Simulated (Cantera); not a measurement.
Input: 1 mol CHF₃, 0.055 mol H₂, equilibrated at 53.0 mbar.

These are equilibrium values from Cantera (NASA tables, ideal gas, pure condensed phases), not measurements of a reactor. Candidate condensed phases: C, C₆H₆, C₇H₈, C₈H₁₈; 95 gas species. Gases not in the tables: C₂F₆ and larger saturated fluorocarbons. Rates play no part.

Task: At 1773 K, list the 5 most abundant gas species with their mole fractions, and the condensed phases.

Result: HF 0.700, CF₄ 0.296, CF₂ 0.00314, F 0.000657, CF₃ 0.000428. Condensed: C(graphite).
